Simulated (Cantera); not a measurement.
A closed system holds: 1 mol C₃H₆, 0.0088 mol O₂, 41 mol N₂, at 2775 K and 10.0 mbar.

These are equilibrium values from Cantera (NASA tables, ideal gas, pure condensed phases), not measurements of a reactor. Candidate condensed phases: C, C₆H₆, C₇H₈, C₈H₁₈, H₂O; 136 gas species. Rates play no part.

Base state: N₂ 0.873, H 0.0858, HCN 0.0141, H₂ 0.0131, CN 0.00752, C₃ 0.00231, HNC 0.00219, C 0.000500 (mole fractions); condensed: C(graphite).

Task: What changes in the equilibrium state with this change: N₂ from 41 to 0.29 mol?

Result: 
| species | before | after |
|---|---|---|
| H | 0.0858 | 0.483 |
| H₂ | 0.0131 | 0.417 |
| N₂ | 0.873 | 0.0537 |
| C₂H₂ (acetylene) | 0.000403 | 0.0128 |
| HCN | 0.0141 | 0.0197 |
| C₄H₂ | 5.14e-6 | 0.000163 |
| C₂H₂ (vinylidene) | 7.23e-7 | 2.29e-5 |
| C₂N₂ | 0.000299 | 1.84e-5 |
| C(graphite), mol | 1.41 | 2.71 |
